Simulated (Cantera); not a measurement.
Charge: 1 mol CS2, 0.0039 mol SO2, 0.19 mol N2, held at 1023.15 K.

These are equilibrium values from Cantera (NASA tables, ideal gas, pure condensed phases), not measurements of a reactor. Candidate condensed phases: C, S; 35 gas species. The ideal-gas law is rough above about 30 bar. Gases not in the tables: S3 to S7. Equilibrium is a limit: real reactors are often held back by kinetics, nucleation or transport.

Task: Which condensed phases are stable at each of these points (P (Pa)): 10, 52, 280, 1400, 7600, 40000, 210000, 1100000, 5700000, 30000000?

Result: 
```csv
P (Pa),condensed phases,C condensed (%)
10,C(graphite),10.8
52,C(graphite),10.8
280,C(graphite),10.8
1400,C(graphite),10.8
7600,C(graphite),10.8
40000,C(graphite),10.9
210000,C(graphite),11.0
1100000,C(graphite),11.0
5700000,C(graphite),14.5
30000000,C(graphite) + S(l),94.8
```

From 10.0 Pa to 57.0 bar the condensed part is C(graphite). At 300 bar the condensed part is C(graphite) + S(l).
